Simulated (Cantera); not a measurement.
Equilibrium for fluorocarbon and chlorocarbon gases: CCl₄ + CH₄

Feed: 1 mol CCl₄, 0.92 mol CH₄, at 44.0 Pa.

Cantera equilibrium calculation (NASA polynomials, part measured and part estimated; ideal gas, pure solids and liquids). Candidate condensed phases: C, C₆H₆, C₇H₈, C₈H₁₈; 103 gas species. Ions and electrons are included (thermal ionisation). The tables' values for CCl are old estimates; treat these amounts as uncertain. Rates play no part.

| T (K) | log p Cl | log p H | log p C | log p C₃ | log p C₂ | log p HCl | log p H₂ | log p e- |
|---|---|---|---|---|---|---|---|---|
| 3000 | -3.69 | -3.74 | -4.68 | -4.66 | -5.27 | -5.66 | -5.87 | -10.65 |
| 3500 | -3.73 | -3.77 | -4.09 | -6.21 | -5.60 | -6.87 | -7.08 | -8.90 |
| 4000 | -3.74 | -3.77 | -4.06 | -8.63 | -6.69 | -7.73 | -7.95 | -7.79 |
| 4500 | -3.74 | -3.77 | -4.06 | -10.58 | -7.58 | -8.40 | -8.62 | -6.94 |
| 5000 | -3.74 | -3.77 | -4.06 | -12.14 | -8.29 | -8.93 | -9.16 | -6.24 |
log p: log10 of the partial pressure in bar; nothing condenses.

From 3000 K to 5000 K nothing is condensed. The main C-bearing gas is C₃ at 3000 K and C at 5000 K.
